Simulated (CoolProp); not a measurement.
Propylene glycol along the isotherm 484.3 K: Z from the reference equation and from simpler models built on Tc = 674.0 K, pc = 7292 kPa, ω = 0.327; each cubic takes its own stable root.

Values from CoolProp's reference Helmholtz-energy equation of state, Eisenbach 2021.

```csv
p (kPa),phase,reference,Redlich-Kwong,Soave-Redlich-Kwong,Peng-Robinson
57.6,gas,0.9906,0.9932,0.9923,0.9919
118,gas,0.9805,0.9860,0.9841,0.9833
243,liquid,0.005290,0.9708,0.9667,0.9650
499,liquid,0.01086,0.9383,0.01113,0.009826
1030,liquid,0.02239,0.02422,[?],[?]
2110,liquid,0.04580,[?],0.04687,0.04141
4320,liquid,[?],0.1004,0.09546,[?]
8880,liquid,0.1909,0.2033,0.1943,0.1720
18200,liquid,[?],0.4065,0.3913,0.3472
```

Q: Complete the blanks.

A: 
- 1030, Soave-Redlich-Kwong: 0.02294
- 1030, Peng-Robinson: 0.02026
- 2110, Redlich-Kwong: 0.04942
- 4320, reference: 0.09348
- 4320, Peng-Robinson: 0.08440
- 18200, reference: 0.3868

At some of these states Redlich-Kwong, Soave-Redlich-Kwong, Peng-Robinson gives the other phase, because its saturation line lies elsewhere.
